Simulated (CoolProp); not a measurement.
A single-stage vapour-compression cycle with isobutene: evaporating at 284.15 K (dew point), condensing at 354.15 K (bubble point), superheat 2 K, subcooling 0 K, compressor efficiency 0.9, no pressure losses. Each further row changes one setting.

Values from CoolProp's reference Helmholtz-energy equation of state, Lemmon 2005. It is a short technical equation, of lower accuracy than the large ones.

```csv
case,cooling COP,pressure ratio,discharge temperature (K),refrigerating effect (kJ/kg),volumetric capacity (kJ/m³)
as stated,2.39,6.42,355.1,201,985
evaporating temperature 289.15 K,2.70,5.44,354.7,207,1190
condensing temperature 349.15 K,2.71,5.77,350.5,214,1050
subcooling 5 K,2.56,6.42,355.1,214,1050
superheat 12 K,2.47,6.42,364.3,217,1020
compressor efficiency 0.8,2.12,6.42,359.7,201,985
```
